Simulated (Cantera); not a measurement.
Equilibrium for silicon carbide growth: SiCl₄ + CH₄ + H₂

Input: 1 mol SiCl₄, 0.044 mol CH₄, 330 mol H₂, at 0.100 bar.

These are equilibrium values from Cantera (NASA tables, ideal gas, pure condensed phases), not measurements of a reactor. Candidate condensed phases: C, C₆H₆, C₇H₈, C₈H₁₈, Si, SiC; 109 gas species. Mutual solubility and eutectic melting of coexisting phases are not modelled. The tables' values for SiCl are old estimates; treat these amounts as uncertain. Gases not in the tables: Si₂H₆ and higher silanes. Equilibrium is a limit: real reactors are often held back by kinetics, nucleation or transport.

| T (K) | x H₂ | x H | x HCl | x Si | n Si(s) | n SiC(s) | n Si(l) |
|---|---|---|---|---|---|---|---|
| 1373 | 0.988 | 1.05e-5 | 0.0113 | 3.88e-9 | 0.828 | 0.0433 | 0 |
| 1473 | 0.988 | 3.98e-5 | 0.0112 | 5.47e-8 | 0.820 | 0.0434 | 0 |
| 1573 | 0.988 | 0.000128 | 0.0112 | 5.50e-7 | 0.811 | 0.0434 | 0 |
| 1673 | 0.988 | 0.000358 | 0.0111 | 4.18e-6 | 0.799 | 0.0435 | 0 |
| 1773 | 0.987 | 0.000894 | 0.0112 | 2.13e-5 | 0 | 0.0433 | 0.800 |
| 1873 | 0.986 | 0.00203 | 0.0113 | 8.82e-5 | 0 | 0.0426 | 0.776 |
| 1973 | 0.984 | 0.00423 | 0.0113 | 0.000316 | 0 | 0.0396 | 0.674 |
| 2073 | 0.979 | 0.00823 | 0.0113 | 0.000997 | 0 | 0.0265 | 0.373 |
| 2173 | 0.971 | 0.0150 | 0.0113 | 0.00201 | 0 | 0 | 0 |
| 2273 | 0.959 | 0.0260 | 0.0114 | 0.00229 | 0 | 0 | 0 |
x: gas mole fraction; n: condensed amount in mol.

From 1373 K to 1673 K the condensed part is Si(s) + SiC(s). From 1773 K to 2073 K the condensed part is Si(l) + SiC(s). From 2173 K to 2273 K nothing is condensed. The main Si-bearing gas is SiCl₂ at 1373 K and Si at 2273 K.
